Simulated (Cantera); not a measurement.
Input (Python, Cantera):

```python
import numpy as np
import cantera as ct

gas = ct.Solution("gri30.yaml")
gas.TPX = 1700, 61000, {'CH4': 1, 'C2H6': 0.28, 'O2': 2.98, 'N2': 9.83, 'H2O': 1.3}
reactor = ct.IdealGasReactor(gas, energy="on", clone=False)
net = ct.ReactorNet([reactor])
net.rtol, net.atol = 1e-08, 1e-16
show = ['CH4', 'C2H6', 'O2', 'CH2O', 'HCN', 'H2']
times = np.geomspace(1e-05, 0.3, 11)

steps = ct.SolutionArray(gas, extra=["t"])
rows = []
print(f"{'t/s':>10s}{'T/K':>9s}{'P/Pa':>11s}" + "".join(f"{s:>11s}" for s in show))
for t in times:
    while net.time < t:
        t_next = net.step()
        steps.append(gas.state, t=t_next)
    rows.append([np.interp(t, steps.t, y) for y in (steps.T, steps.P, *steps(*show).X.T)])
    print(f"{t:10.3e}{rows[-1][0]:9.1f}{rows[-1][1]:11.4g}" + "".join(f"{x:11.3e}" for x in rows[-1][2:]))
rate = np.gradient(steps.T, steps.t)
print("integrator steps:", len(steps.t))
if steps.T.max() > steps.T[0] + 200:
    print(f"time of steepest temperature rise: {steps.t[rate.argmax()]:.4e} s")
gas.TPX = 1700, 61000, {'CH4': 1, 'C2H6': 0.28, 'O2': 2.98, 'N2': 9.83, 'H2O': 1.3}
gas.equilibrate("UV")
print(f"equilibrium (UV): T = {gas.T:.1f} K  " + "  ".join(f"{s} {gas[s].X[0]:.3e}" for s in show))
```

It prints:

```
       t/s      T/K       P/Pa        CH4       C2H6         O2       CH2O        HCN         H2
 1.000e-05   1685.4   6.06e+04  6.438e-02  1.601e-02  1.927e-01  2.294e-04  2.566e-11  5.679e-04
 2.804e-05   1712.2  6.215e+04  5.689e-02  8.823e-03  1.834e-01  2.508e-03  3.840e-09  8.010e-03
 7.860e-05   2725.8   1.07e+05  2.695e-15  2.385e-29  3.292e-02  5.360e-10  1.448e-10  3.416e-02
 2.204e-04   2867.8  1.114e+05  6.610e-15  7.297e-29  2.956e-02  6.789e-10  7.402e-10  3.079e-02
 6.178e-04   2866.9  1.113e+05  7.145e-15  8.245e-29  2.789e-02  6.935e-10  1.543e-09  3.098e-02
 1.732e-03   2861.3   1.11e+05  7.514e-15  8.984e-29  2.622e-02  7.028e-10  2.377e-09  3.132e-02
 4.856e-03   2860.3   1.11e+05  7.582e-15  9.123e-29  2.593e-02  7.045e-10  2.525e-09  3.138e-02
 1.361e-02   2860.3   1.11e+05  7.582e-15  9.123e-29  2.593e-02  7.045e-10  2.525e-09  3.138e-02
 3.817e-02   2860.3   1.11e+05  7.582e-15  9.123e-29  2.593e-02  7.045e-10  2.525e-09  3.138e-02
 1.070e-01   2860.3   1.11e+05  7.582e-15  9.123e-29  2.593e-02  7.045e-10  2.525e-09  3.138e-02
 3.000e-01   2860.3   1.11e+05  7.582e-15  9.123e-29  2.593e-02  7.045e-10  2.525e-09  3.138e-02
integrator steps: 1606
time of steepest temperature rise: 5.1798e-05 s
equilibrium (UV): T = 2860.3 K  CH4 9.962e-15  C2H6 1.541e-28  O2 2.593e-02  CH2O 7.045e-10  HCN 2.525e-09  H2 3.138e-02
```

Cantera simulation using GRI-Mech 3.0 (53 species, 325 reactions); the numbers are that mechanism's predictions, not measurements.
